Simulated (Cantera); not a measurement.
Source: NASA polynomial tables (part measured, part estimated), evaluated in Cantera. Values are per mole of reaction as written; species without (g) are pure solids or liquids, kept so even where they would boil at 1 bar.

2 N(g) + 3 F2(g) = 2 NF3(g)

| T (K) | ΔH° (kJ) | ΔS° (J/K) | ΔG° (kJ) | log10 K |
|---|---|---|---|---|
| 300 | -1208.8 | -393.5 | -1090.8 | 189.91 |
| 373 | … | … | … | … |
| 573 | … | … | … | … |
| 773 | -1212.5 | -403.3 | -900.8 | 60.87 |
| 973 | -1211.4 | -402.0 | -820.3 | 44.03 |
| 1173 | -1209.8 | -400.5 | -740.0 | 32.95 |
| 1373 | -1207.8 | -399.0 | -660.1 | 25.11 |
| 1573 | -1205.7 | -397.5 | -580.4 | 19.27 |
| 1773 | -1203.3 | -396.0 | -501.1 | 14.76 |
| 1973 | -1200.6 | -394.6 | -422.0 | 11.17 |
| 2173 | -1197.7 | -393.2 | -343.2 | 8.25 |
| 2373 | -1194.6 | -391.8 | -264.7 | 5.83 |

**Question.** What belongs in the gaps?

**Answer.** 
- 373, ΔH° (kJ): -1210.5
- 373, ΔS° (J/K): -398.6
- 373, ΔG° (kJ): -1061.8
- 373, log10 K: 148.69
- 573, ΔH° (kJ): -1212.5
- 573, ΔS° (J/K): -403.3
- 573, ΔG° (kJ): -981.5
- 573, log10 K: 89.47
